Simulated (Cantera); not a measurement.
Catalytic combustion on Pt

An isothermal plug-flow reactor at 825 K and 0.464 atm (inlet), inlet velocity 0.78 m/s, active area per volume 120 1/m; feed 0.854 % H₂, 9.22 % O₂, 89.9 % N₂.

Detailed kinetics in Cantera: Deutschmann's 1995 Pt surface mechanism with GRI-Mech 3.0 gas chemistry. Catalytic surfaces can have several steady states; this one follows from the mechanism file's or the stated starting coverage. Mass transfer to the wall is taken as infinitely fast.

| z (m) | x H₂ | x O₂ | x H₂O | θ free Pt | θ O* | θ OH* |
|---|---|---|---|---|---|---|
| 5.8e-05 | 0.00807 | 0.0920 | 0.000471 | 0.179 | 0.819 | 0.00162 |
| 9.6e-05 | 0.00779 | 0.0919 | 0.000755 | 0.174 | 0.824 | 0.00163 |
| 0.00016 | 0.00735 | 0.0917 | 0.00120 | 0.166 | 0.832 | 0.00164 |
| 0.00027 | 0.00669 | 0.0914 | 0.00186 | 0.155 | 0.843 | 0.00164 |
| 0.00045 | 0.00581 | 0.0910 | 0.00274 | 0.140 | 0.858 | 0.00165 |
| 0.00074 | 0.00474 | 0.0905 | 0.00381 | 0.123 | 0.875 | 0.00164 |
| 0.0012 | 0.00358 | 0.0899 | 0.00497 | 0.107 | 0.892 | 0.00161 |
| 0.0021 | 0.00224 | 0.0893 | 0.00632 | 0.0902 | 0.908 | 0.00158 |
| 0.0035 | 0.00120 | 0.0889 | 0.00737 | 0.0793 | 0.919 | 0.00154 |
| 0.0058 | 0.000474 | 0.0885 | 0.00810 | 0.0727 | 0.926 | 0.00152 |
x: gas mole fraction; θ: surface coverage.
